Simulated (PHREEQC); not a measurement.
Dissolve 0.048 mol HBr, 0.014 mol FeCl3 and 0.01 mol KCl per kg of water at 25 °C. Closed to the air; pH follows from the charge balance.

Computed with PHREEQC (ion-association model, phreeqc.dat).

Question: The ionic strength comes out as 0.127 mol/kgw. What activity coefficients do Fe2(OH)2+4, Fe+3, Fe(OH)2+, H+, FeOH+2 get?

Answer: Fe2(OH)2+4 0.015, Fe+3 0.16, Fe(OH)2+ 0.77, H+ 0.82, FeOH+2 0.35.

Precipitation was switched off in this run. The solution is supersaturated, for example in Hematite (slow to form), Goethite (slow to form), so a real one may precipitate; this is no full list.
